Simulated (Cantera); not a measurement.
**Equilibrium for silicon epitaxy and polysilicon growth: Si₂Cl₆ + N₂**

Charge: 1 mol Si₂Cl₆, 81 mol N₂.

Equilibrium computed with Cantera from the NASA thermochemical tables; the gas is ideal and each condensed phase is pure. Candidate condensed phases: Si, Si₃N₄; 13 gas species. The feed counts by its element totals alone. N₂ is the only nitrogen source here; it is nearly inert below about 1500 K, so the nitride shown seldom forms there in practice. The tables' values for SiCl₃ are old estimates. Equilibrium is a limit: real reactors are often held back by kinetics, nucleation or transport.

Q: Map the stable condensed phases over T = 875, 925, 975, 1025, 1075, 1125, 1175, 1225, 1275, 1325, 1375, 1425, 1475, 1525 K and P in Pa = 100, 300, 880, 2600, 7700, 23000, 68000, 200000.

A: 
```
T in K \ P in Pa
            100    300    880   2600   7700  23000  68000 200000
   1525       A      A      A      A      A      B      B      B
   1475       A      A      A      A      B      B      B      B
   1425       A      A      A      B      B      B      B      B
   1375       A      A      A      B      B      B      B      B
   1325       A      B      B      B      B      B      B      B
   1275       B      B      B      B      B      B      B      B
   1225       B      B      B      B      B      B      B      B
   1175       B      B      B      B      B      B      B      B
   1125       B      B      B      B      B      B      B      B
   1075       B      B      B      B      B      B      B      B
   1025       B      B      B      B      B      B      B      B
    975       B      B      B      B      B      B      B      B
    925       B      B      B      B      B      B      B      B
    875       B      B      B      B      B      B      B      B
```
A: gas only; B: Si₃N₄.
